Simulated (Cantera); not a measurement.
Input (Python, Cantera):

```python
import numpy as np
import cantera as ct

surf = ct.Interface("ptcombust.yaml", "Pt_surf")
gas = surf.adjacent["gas"]
gas.TPX = 825, 87000, {'CO': 0.019, 'O2': 0.018, 'N2': 0.79, 'H2O': 0.089}
surf.TP = 825, 87000
reactor = ct.FlowReactor(gas, clone=False)
reactor.area = 0.0001  # m2
reactor.surface_area_to_volume_ratio = 130  # 1/m
reactor.mass_flow_rate = 0.62 * reactor.area * gas.density  # inlet velocity 0.62 m/s
reactor.energy_enabled = False
wall = ct.ReactorSurface(surf, reactor, clone=False)
net = ct.ReactorNet([reactor])
net.rtol, net.atol = 1e-8, 1e-16
show, cover = ['CO', 'O2', 'H2O', 'CO2'], ['PT(S)', 'H(S)', 'O(S)', 'OH(S)', 'CO(S)', 'C(S)']

rows = []
print(f"{'z/m':>9s}{'u/(m/s)':>9s}" + "".join(f"{s:>13s}" for s in show + cover))
for z in [0.00071, 0.0014, 0.0026, 0.0051, 0.0099, 0.019, 0.037, 0.071]:
    net.advance(z)
    rows.append([reactor.speed, *gas[show].X, *surf[cover].coverages])
    print(f"{z:9.4g}{rows[-1][0]:9.3g}" + "".join(f"{x:13.4e}" for x in rows[-1][1:]))
```

Result:

```
      z/m  u/(m/s)           CO           O2          H2O          CO2        PT(S)         H(S)         O(S)        OH(S)        CO(S)         C(S)
  0.00071     0.62   1.9198e-02   1.8886e-02   9.7237e-02   1.5604e-03   1.7858e-01   4.1431e-06   2.7076e-03   6.0000e-04   8.1806e-01   3.0919e-10
   0.0014    0.619   1.7643e-02   1.8116e-02   9.7314e-02   3.1318e-03   1.8567e-01   4.2960e-06   2.8327e-03   6.2603e-04   8.1081e-01   3.0455e-10
   0.0026    0.618   1.4773e-02   1.6694e-02   9.7455e-02   6.0320e-03   2.0145e-01   4.6181e-06   3.1354e-03   6.8653e-04   7.9466e-01   2.9259e-10
   0.0051    0.616   7.4688e-03   1.3076e-02   9.7813e-02   1.3413e-02   2.7433e-01   5.8048e-06   5.0299e-03   1.0166e-03   7.1954e-01   2.2489e-10
   0.0099    0.614   1.0450e-05   9.3819e-03   9.8179e-02   2.0949e-02   1.1613e-01   1.2144e-07   8.7508e-01   8.7406e-03   1.0786e-05   8.2028e-18
    0.019    0.614   2.6425e-09   9.3767e-03   9.8180e-02   2.0960e-02   1.1544e-01   1.2031e-07   8.7581e-01   8.7182e-03   2.6929e-09   2.0341e-21
    0.037    0.614   2.6652e-16   9.3767e-03   9.8180e-02   2.0960e-02   1.1544e-01   1.2031e-07   8.7581e-01   8.7182e-03   2.7161e-16   2.0636e-28
    0.071    0.614   3.8219e-17   9.3767e-03   9.8180e-02   2.0960e-02   1.1544e-01   1.2031e-07   8.7581e-01   8.7182e-03   4.0231e-17   3.1666e-29
```

Detailed kinetics in Cantera: Deutschmann's 1995 Pt surface mechanism with GRI-Mech 3.0 gas chemistry. Catalytic surfaces can have several steady states; this one follows from the mechanism file's or the stated starting coverage. Mass transfer to the wall is taken as infinitely fast.
